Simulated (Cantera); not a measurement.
## Stirred combustor or abatement burner

A perfectly stirred reactor is fed with CH4 : O2 : N2 = 1 : 2 : 7.52 (molar parts), at 4.80 bar; it is adiabatic with a 500 K inlet, and is followed from long to short residence time, starting on the burning branch (τ in s: 0.049, 0.024, 0.011, 0.0056, 0.0027, 0.0013, 0.00063, 0.00031, 0.00015, 7.2e-05).

Computed with Cantera and GRI-Mech 3.0 (53 species, 325 reactions).

| τ (s) | T (K) | x CH4 | x O2 | x H2O2 | x H2 | x N2O |
|---|---|---|---|---|---|---|
| 0.049 | 2361 | 1.92e-6 | 0.00510 | 1.52e-7 | 0.00374 | 3.09e-7 |
| 0.024 | 2359 | 3.73e-6 | 0.00543 | 1.60e-7 | 0.00385 | 3.20e-7 |
| 0.011 | 2352 | 7.44e-6 | 0.00599 | 1.75e-7 | 0.00408 | 3.36e-7 |
| 0.0056 | 2343 | 1.31e-5 | 0.00668 | 1.94e-7 | 0.00443 | 3.53e-7 |
| 0.0027 | 2326 | 2.33e-5 | 0.00772 | 2.25e-7 | 0.00502 | 3.75e-7 |
| 0.0013 | 2302 | 4.04e-5 | 0.00912 | 2.71e-7 | 0.00585 | 3.97e-7 |
| 0.00063 | 2270 | 6.87e-5 | 0.0109 | 3.34e-7 | 0.00692 | 4.11e-7 |
| 0.00031 | 2231 | 0.000116 | 0.0130 | 4.16e-7 | 0.00821 | 4.15e-7 |
| 0.00015 | 2182 | 0.000205 | 0.0158 | 5.25e-7 | 0.00972 | 4.07e-7 |
| 7.2e-5 | 2123 | 0.000387 | 0.0194 | 6.72e-7 | 0.0114 | 3.89e-7 |
x: mole fraction; the columns are a selection and need not sum to one.
